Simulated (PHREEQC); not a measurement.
# Ultrapure water in contact with air or piping (model solution)

Model water analysis in mg/kgw, 15 °C, pH 6.4, pe 8: Na 0.0457; K 0.0162; Ca 0.109; Mg 0.0238; Cl 0.0989; S(6) as SO4 0.296; Alkalinity as HCO3 0.051; Pb 0.00219; O(0) (dissolved oxygen) 4.39e-05; Sr 0.000552; Si as SiO2 0.000191; Li 0.000102.

Valence states are taken as typed.

Equilibrium calculation in PHREEQC: ion-association model, phreeqc.dat.

Precipitation was switched off in this run.

Problem. Estimate the charge-balance error.

Solution. charge-balance error 0.3 %.

Problem. In which forms is Pb present?

Solution. Pb+2 95 %, PbOH+ 4.6 % of the Pb.

Species that the database lacks are ignored.
